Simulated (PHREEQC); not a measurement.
Solution (25 °C): 11 mmol/kgw NH4Cl and 0.27 mmol/kgw NH4HSO4. It is in equilibrium with CO2 at log p = -3.4 (atm). Otherwise closed; pH follows from the charge balance.

Computed with PHREEQC (ion-association model, wateq4f.dat).

Precipitation was switched off in this run.

Problem. What pH does the model give?

Solution. pH 3.62.

Problem. In which forms is S present?

Solution. SO4-2 90 %, NH4SO4- 8.4 %, HSO4- 1.5 % of the S.
